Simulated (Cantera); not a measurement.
# Stirred combustor or abatement burner

A perfectly stirred reactor is fed with CH4 : C2H6 : C3H8 : O2 : N2 = 1 : 0.075 : 0.15 : 1.67 : 6.29 (molar parts), at 46000 Pa; it is adiabatic with a 300 K inlet, and is followed from long to short residence time, starting on the burning branch (τ in s: 0.11, 0.05, 0.023, 0.01, 0.0047, 0.0021, 0.00097, 0.00044, 0.0002, 9.2e-05, 4.2e-05, 1.9e-05, 8.6e-06).

Model: GRI-Mech 3.0 (53 species, 325 reactions), integrated in Cantera. GRI-Mech 3.0 was tuned for natural gas; its chemistry of propane as a main component is partial and can be far from experiment.

```tsv
τ (s)	T (K)	x CH4	x C2H6	x C3H8	x NO	x O	x CH2CO
0.11	1748	0.00638	1.44e-5	1.86e-6	3.64e-6	5.93e-7	4.86e-5
0.050	1743	0.00701	2.61e-5	3.73e-6	3.39e-6	1.21e-6	7.19e-5
0.023	1733	0.00783	4.82e-5	7.55e-6	2.90e-6	2.45e-6	0.000104
0.010	1708	0.00939	0.000102	1.75e-5	2.01e-6	5.22e-6	0.000160
0.0047	1647	0.0133	0.000281	5.06e-5	7.55e-7	1.02e-5	0.000302
0.0021	300	0.109	0.00817	0.0163	<1e-12	<1e-12	<1e-12
0.00097	300	0.109	0.00817	0.0163	<1e-12	<1e-12	<1e-12
0.00044	300	0.109	0.00817	0.0163	<1e-12	<1e-12	<1e-12
0.00020	300	0.109	0.00817	0.0163	<1e-12	<1e-12	<1e-12
9.2e-5	300	0.109	0.00817	0.0163	<1e-12	<1e-12	<1e-12
4.2e-5	300	0.109	0.00817	0.0163	<1e-12	<1e-12	<1e-12
1.9e-5	300	0.109	0.00817	0.0163	<1e-12	<1e-12	<1e-12
8.6e-6	300	0.109	0.00817	0.0163	<1e-12	<1e-12	<1e-12
```
x: mole fraction; the columns are a selection and need not sum to one.
